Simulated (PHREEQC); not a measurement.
Solution (25 °C): 0.004 mol/kgw NH4HF2, 6.5e-05 mol/kgw (NH4)2SiF6, 0.0098 mol/kgw HBF4 and 0.0031 mol/kgw H2SO4. Closed to the air; pH follows from the charge balance.

Equilibrium calculation in PHREEQC: ion-association model, phreeqc.dat.

Precipitation was switched off in this run.

Q: Estimate the pH.

A: pH 2.00.

Q: In which forms is N present?

A: NH4+ 99 %, NH4SO4- 1.4 % of the N.

SiF6-2 is the database's only silicon fluoride. Real BF4- forms and hydrolyses slowly; the run takes it at equilibrium.
